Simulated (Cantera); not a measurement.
Input: 1 mol SiO2, 1.2 mol MgO, 5.6 mol H2O, equilibrated at 2450 K and 0.00840 bar.

Cantera equilibrium calculation (NASA polynomials, part measured and part estimated; ideal gas, pure solids and liquids). Candidate condensed phases: H2O, Mg, MgO, Mg(OH)2, MgSiO3, Mg2SiO4, Si, SiO2; 24 gas species. The tables' values for SiO2, MgH are old estimates; treat these amounts as uncertain. Condensed phases not in the tables: alloys, solid solutions and most ternary compounds. Kinetics and transport are ignored.

Base state: H2O 0.544, H2 0.0983, O2 0.0787, OH 0.0743, H 0.0687, SiO 0.0655, O 0.0345, Mg 0.0302 (mole fractions); condensed: Mg2SiO4(l).

What changes in the equilibrium state with this change: temperature from 2450 K to 1625 K?


| species | before | after |
|---|---|---|
| H2O | 0.544 | 0.995 |
| H2 | 0.0983 | 0.00275 |
| O2 | 0.0787 | 0.00123 |
| Mg | 0.0302 | <1e-9 |
| SiO | 0.0655 | 1.26e-8 |
| O | 0.0345 | 7.44e-6 |
| H | 0.0687 | 4.04e-5 |
| OH | 0.0743 | 0.000615 |
| Mg(OH)2 | 0.000200 | 1.10e-7 |
| MgO | 0.00165 | <1e-9 |
| MgOH | 0.00160 | 1.96e-9 |
| SiO2 | 0.00237 | 7.76e-9 |
| MgH | 1.69e-5 | <1e-9 |
| Mg2SiO4(l), mol | 0.468 | 0 |
| MgSiO3(s), mol | 0 | 0.800 |
| Mg2SiO4(s), mol | 0 | 0.200 |
Mutual solubility and eutectic melting of coexisting phases are not modelled.
